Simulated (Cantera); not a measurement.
A perfectly stirred reactor is fed with 6.48 % CH4, 1.69 % C2H6, 19.2 % O2, 72.6 % N2, equivalence ratio 0.98, at 200000 Pa; it is adiabatic with a 700 K inlet, and is followed from long to short residence time, starting on the burning branch (τ in s: 0.38, 0.15, 0.057, 0.022, 0.0085, 0.0033, 0.0013, 0.00049, 0.00019, 7.3e-05, 2.8e-05, 1.1e-05).

Detailed kinetics in Cantera: GRI-Mech 3.0 (53 species, 325 reactions).

One state of this run: T (K) = 2192; x CH4 = 0.000129; x C2H6 = 7.64e-6; x O2 = 0.0233; x CO = 0.0315; x NO = 0.000194; x C2H = 8.25e-8. x: mole fraction; the columns are a selection and need not sum to one.

Question: Which value of τ (s) does it belong to?
(A) 0.00019
(B) 0.00049
(C) 0.0085
(D) 0.15

Answer: A, 0.00019
